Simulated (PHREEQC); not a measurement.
**Buffer (model solution)**

A solution holds 0.21 mol/kgw HF, 0.00013 mol/kgw KOH and 0.00011 mol/kgw NaCl, at 25 °C. Closed to the air; pH follows from the charge balance.

Equilibrium calculation in PHREEQC: ion-association model, phreeqc.dat.

No solid was allowed to form.

### Question
Predict the pH, ionic strength.

### Answer
pH 1.83; ionic strength 0.0167 mol/kgw.

### Question
In which forms is F present?

### Answer
HF 89 %, HF2- 6.6 %, F- 4.6 % of the F.

Complexes and solids missing from the database can't appear.
